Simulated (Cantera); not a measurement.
Feed: 1 mol Si₃N₄, 0.0094 mol H₂O, 9.7 mol N₂, 2.4 mol N₂O, at 1898.15 K and 0.100 bar.

These are equilibrium values from Cantera (NASA tables, ideal gas, pure condensed phases), not measurements of a reactor. Candidate condensed phases: H₂O, Si, SiO₂, Si₂N₂O, Si₃N₄; 35 gas species. Kinetics and transport are ignored.

Base state: N₂ 0.881, SiO 0.119, H₂ 0.000583, H 5.97e-5 (mole fractions); condensed: Si₂N₂O(s).

### Question
What changes in the equilibrium state with this change: N₂O from 2.4 to 0.48 mol?

### Answer
```
species           before     after
--------------  --------  --------
N₂                 0.881     0.988
SiO                0.119    0.0105
H₂              0.000583  0.000859
Si               6.71e-6   6.75e-5
H                5.97e-5   7.25e-5
Si₂N₂O(s), mol     0.590     0.379
Si₃N₄(s), mol          0     0.710
```
Mutual solubility and eutectic melting of coexisting phases are not modelled.
